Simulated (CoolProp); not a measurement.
Ethane at 389.8 K and 1.29 MPa flows at 0.72 m/s in a round tube of 20 mm bore and 1.5 µm roughness, fully developed (64/Re and Nu = 3.66 if laminar; Colebrook and Gnielinski if turbulent). Each further row changes one setting.

The numbers come from the reference Helmholtz-energy equation of state, Bücker 2006 in CoolProp.

| case | Reynolds number | Darcy friction factor | pressure drop (Pa/m) | heat-transfer coefficient (W/(m² K)) | mass flow (kg/h) |
|---|---|---|---|---|---|
| as stated | 14700 | 0.0281 | 4.54 | 73.8 | 10.2 |
| velocity 1.44 m/s | 29400 | 0.0238 | 15.4 | 128 | 20.3 |
| diameter 40 mm | 29400 | 0.0237 | 1.92 | 63.8 | 40.7 |

Viscosity comes from a separate model (Friend 1991). Thermal conductivity comes from a separate model (Friend 1991).
